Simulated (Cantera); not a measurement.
What does this Cantera script print?

```python
import numpy as np
import cantera as ct

gas_names = [...]  # 96 gases of nasa_gas.yaml made of C, Cl, H, Ti
cond_names = """
    C(gr) C6H6(L) C7H8(L) C8H18(L),n-octa Ti(a) Ti(b) Ti(L) TiC(s) TiC(L) TiCL2(s) TiCL3(s) TiCL4(L)
""".split()


# ... load() reads the species with a 1 bar reference pressure and builds the phases ...
atoms = {
    'TiCl4': {'Ti': 1, 'CL': 4},
    'C3H8': {'C': 3, 'H': 8},
}
top_T = {'C(gr)': 4500, 'TiCL2(s)': 1300, 'TiCL3(s)': 1000}  # K; cautious upper limits of use, not melting points


# ... equilibrate(T, P, feed) seeds the gas with the atoms and calls Mixture.equilibrate('TP', solver="vcs", rtol=1e-11, max_steps=5000) ...
results = []
feed = {'TiCl4': 1, 'C3H8': 0.17}  # mol
T = 1625  # K
for P in [10, 63, 400, 2500, 16000, 100000]:
    mix = equilibrate(T, P, feed)
    results.append((T, P, feed, dict(zip(mix.species_names, mix.species_moles))))

top = {s: max(r[3][s] / sum(r[3][g] for g in gas_names) for r in results) for s in gas_names}
cols = sorted((s for s in top if top[s] > 1e-05), key=lambda s: -top[s])[:5]
seen = [c for c in cond_names if any(r[3].get(c, 0) > 1e-12 for r in results)]
print("log10 of partial pressures in bar; condensed amounts in mol")
print(f"{'P/Pa':>10s}" + "".join(f"{s[:9]:>10s}" for s in cols + seen))
for T, P, feed, n in results:
    ng = sum(n[g] for g in gas_names)
    print(f"{P:10.4g}" + "".join(f"{np.log10(max(n[s] / ng * P / 1e5, 1e-99)):10.3f}" for s in cols)
          + "".join(f"{n.get(c, 0):10.4g}" for c in seen))
```

It prints:

```
log10 of partial pressures in bar; condensed amounts in mol
      P/Pa       HCL     TiCL3     TiCL4        H2        CL     C(gr)    TiC(s)
        10    -4.240    -4.467    -5.576    -5.940    -5.525    0.3757    0.1343
        63    -3.442    -3.669    -4.513    -4.877    -5.259    0.3845    0.1255
       400    -2.655    -2.894    -3.480    -3.819    -5.001    0.3861    0.1238
      2500    -1.890    -2.147    -2.484    -2.787    -4.752    0.3905    0.1195
   1.6e+04    -1.137    -1.413    -1.505    -1.771    -4.507    0.4017    0.1083
     1e+05    -0.421    -0.712    -0.570    -0.805    -4.273    0.4193   0.09064
```

Method: chemical equilibrium by Gibbs-energy minimisation in Cantera with the NASA 1993 tables (ideal gas, pure condensed phases). The tables' values for TiCl2 are old estimates; treat these amounts as uncertain. TiC: taken at fixed stoichiometry.
